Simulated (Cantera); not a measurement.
# CH3F + CH4 + H2 (fluorocarbon and chlorocarbon gases)

Feed: 1 mol CH3F, 0.14 mol CH4, 5.3 mol H2, held at 0.100 bar.

Cantera equilibrium calculation (NASA polynomials, part measured and part estimated; ideal gas, pure solids and liquids). Candidate condensed phases: C, C6H6, C7H8, C8H18; 110 gas species. Ions and electrons are included (thermal ionisation). Equilibrium is a limit: real reactors are often held back by kinetics, nucleation or transport.

From 2000 K to 3000 K the condensed part is C(graphite). From 3500 K to 5000 K nothing is condensed. The main C-bearing gas is C2H2 (acetylene) at 2000 K and C at 5000 K.

```json
[
 {"T (K)": "2000", "x H": "0.00478", "x H2": "0.863", "x HF": "0.132", "x C": "3.04e-10", "x F": "3.00e-7", "x C2H2 (acetylene)": "0.000663", "x C3": "2.77e-10", "n C(graphite)": "1.13"},
 {"T (K)": "2500", "x H": "0.0708", "x H2": "0.793", "x HF": "0.127", "x C": "1.66e-6", "x F": "2.37e-5", "x C2H2 (acetylene)": "0.00858", "x C3": "4.97e-6", "n C(graphite)": "1.00"},
 {"T (K)": "3000", "x H": "0.353", "x H2": "0.499", "x HF": "0.107", "x C": "0.000507", "x F": "0.000469", "x C2H2 (acetylene)": "0.0311", "x C3": "0.00312", "n C(graphite)": "0.359"},
 {"T (K)": "3500", "x H": "0.727", "x H2": "0.151", "x HF": "0.0738", "x C": "0.0111", "x F": "0.00477", "x C2H2 (acetylene)": "0.00451", "x C3": "0.0151", "n C(graphite)": "0"},
 {"T (K)": "4000", "x H": "0.846", "x H2": "0.0282", "x HF": "0.0379", "x C": "0.0478", "x F": "0.0275", "x C2H2 (acetylene)": "8.95e-5", "x C3": "0.00382", "n C(graphite)": "0"},
 {"T (K)": "4500", "x H": "0.862", "x H2": "0.00622", "x HF": "0.00983", "x C": "0.0670", "x F": "0.0522", "x C2H2 (acetylene)": "7.06e-7", "x C3": "0.000118", "n C(graphite)": "0"},
 {"T (K)": "5000", "x H": "0.867", "x H2": "0.00182", "x HF": "0.00224", "x C": "0.0694", "x F": "0.0593", "x C2H2 (acetylene)": "9.00e-9", "x C3": "3.62e-6", "n C(graphite)": "0"}
]
```
x: gas mole fraction; n: condensed amount in mol.
